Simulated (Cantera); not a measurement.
A Cantera script and what it prints.

```python
import numpy as np
import cantera as ct

gas_names = """
    C CH CH2 CH3 CH2OH CH3O CH4 CH3OH CO CO2 COOH C2 C2H CHCO,ketyl C2H2,acetylene C2H2,vinylidene
    CH2CO,ketene C2H3,vinyl CH3CO,acetyl C2H4 C2H4O,ethylen CH3CHO,ethanal CH3COOH (HCOOH)2 C2H5 C2H6
    CH3OCH3 C2H5OH C2O C3 C3H3,propargyl C3H4,allene C3H4,propyne C3H4,cyclo- C3H5,allyl C3H6,propylene
    C3H6,cyclo- C3H6O C3H7,n-propyl C3H7,i-propyl C3H8 C3H8O,1propanol C3H8O,2propanol C3O2 C4 C4H2
    C4H4,1,3-cyclo- C4H6,butadiene C4H6,2-butyne C4H6,cyclo- C4H8,1-butene C4H8,cis2-buten
    C4H8,tr2-butene C4H8,isobutene C4H8,cyclo- (CH3COOH)2 C4H9,n-butyl C4H9,i-butyl C4H9,s-butyl
    C4H9,t-butyl C4H10,isobutane C4H10,n-butane C5 C5H6,1,3cyclo- C5H8,cyclo- C5H10,1-pentene
    C5H10,cyclo- C5H11,pentyl C5H11,t-pentyl C5H12,n-pentane C5H12,i-pentane CH3C(CH3)2CH3 C6H2
    C6H5,phenyl C6H5O,phenoxy C6H6 C6H5OH,phenol C6H10,cyclo- C6H12,1-hexene C6H12,cyclo- C6H13,n-hexyl
    C7H7,benzyl C7H8 C7H8O,cresol C7H14,1-heptene C7H15,n-heptyl C7H16,n-heptane C8H8,styrene
    C8H10,ethylbenz C8H16,1-octene C8H17,n-octyl C8H18,isooctane C8H18,n-octane C9H19,n-nonyl
    C10H8,naphthale C10H21,n-decyl C12H9,o-bipheny C12H10,bipheny Fe FeC5O5 FeO Fe(OH)2 H HCO HO2 H2
    HCHO,formaldehy HCOOH H2O H2O2 O OH O2 O3
""".split()
cond_names = """
    C(gr) C6H6(L) C7H8(L) C8H18(L),n-octa Fe(a) Fe(c) Fe(d) Fe(L) FeC5O5(L) FeO(s) FeO(L) Fe(OH)2(s)
    Fe(OH)3(s) Fe2O3(s) Fe3O4(s) H2O(s) H2O(L)
""".split()


def load(file, names, dense=False):
    # The tables refer to 1 bar. Condensed volumes are neglected.
    table = {s.name: s for s in ct.Species.list_from_file(file)}
    out = []
    for n in names:
        d = dict(table[n].input_data)
        d["thermo"] = dict(d["thermo"], **{"reference-pressure": 1e5})
        if dense:
            d["equation-of-state"] = {"model": "constant-volume", "density": "1e6 g/cm^3"}
        out.append(ct.Species.from_dict(d))
    return out


gas = ct.Solution(thermo="ideal-gas", species=load("nasa_gas.yaml", gas_names))
cond = {s.name: ct.Solution(thermo="fixed-stoichiometry", species=[s], name=s.name)
        for s in load("nasa_condensed.yaml", cond_names, dense=True)}
atoms = {
    'Fe(CO)5': {'Fe': 1, 'C': 5, 'O': 5},
    'CO': {'C': 1, 'O': 1},
    'H2': {'H': 2},
}
top_T = {'C(gr)': 4500, 'Fe2O3(s)': 1830, 'Fe3O4(s)': 1870}  # K; cautious upper limits of use, not melting points


def equilibrate(T, P, feed):
    n = {}
    for name, mol in feed.items():
        for a, k in atoms[name].items():
            n[a] = n.get(a, 0.0) + k * mol
    gas.TPX = T, P, n
    mass = sum(n.values()) * gas.mean_molecular_weight
    gas.equilibrate("TP")
    valid = [c for c in cond.values() if c.min_temp <= T <= top_T.get(c.name, c.max_temp)]
    mix = ct.Mixture([(gas, mass / gas.mean_molecular_weight)] + [(c, 0.0) for c in valid])
    mix.T, mix.P = T, P
    mix.equilibrate("TP", solver="vcs", rtol=1e-11, max_steps=5000)
    return mix


results = []
feed = {'Fe(CO)5': 1, 'CO': 0.047, 'H2': 15}  # mol
P = 120000  # Pa
for T in [1023, 1073, 1123, 1173, 1223, 1273, 1323, 1373, 1423, 1473, 1523, 1573, 1623]:
    mix = equilibrate(T, P, feed)
    results.append((T, P, feed, dict(zip(mix.species_names, mix.species_moles))))

top = {s: max(r[3][s] / sum(r[3][g] for g in gas_names) for r in results) for s in gas_names}
cols = sorted((s for s in top if top[s] > 0.0001), key=lambda s: -top[s])[:7]
seen = [c for c in cond_names if any(r[3].get(c, 0) > 1e-12 for r in results)]
print("log10 of partial pressures in bar; condensed amounts in mol")
print(f"{'T/K':>10s}" + "".join(f"{s[:9]:>10s}" for s in cols + seen))
for T, P, feed, n in results:
    ng = sum(n[g] for g in gas_names)
    print(f"{T:10.4g}" + "".join(f"{np.log10(max(n[s] / ng * P / 1e5, 1e-99)):10.3f}" for s in cols)
          + "".join(f"{n.get(c, 0):10.4g}" for c in seen))
```

It prints:

```
log10 of partial pressures in bar; condensed amounts in mol
       T/K        H2        CO       H2O       CH4       CO2     C(gr)     Fe(a)     Fe(c)
      1023    -0.079    -0.622    -1.263    -1.282    -1.690    0.3432         1         0
      1073    -0.068    -0.568    -1.522    -1.473    -1.988     0.105         1         0
      1123    -0.060    -0.543    -1.776    -1.662    -2.297         0         1         0
      1173    -0.055    -0.533    -1.980    -1.879    -2.563         0         1         0
      1223    -0.052    -0.528    -2.173    -2.084    -2.813         0         0         1
      1273    -0.050    -0.525    -2.354    -2.274    -3.047         0         0         1
      1323    -0.049    -0.523    -2.522    -2.450    -3.265         0         0         1
      1373    -0.048    -0.522    -2.680    -2.615    -3.467         0         0         1
      1423    -0.048    -0.521    -2.827    -2.768    -3.656         0         0         1
      1473    -0.048    -0.521    -2.964    -2.911    -3.831         0         0         1
      1523    -0.047    -0.521    -3.092    -3.044    -3.994         0         0         1
      1573    -0.047    -0.520    -3.212    -3.170    -4.146         0         0         1
      1623    -0.047    -0.520    -3.323    -3.289    -4.287         0         0         1
```

Equilibrium computed with Cantera from the NASA thermochemical tables; the gas is ideal and each condensed phase is pure. Condensed phases not in the tables: cementite and carbon dissolved in iron.
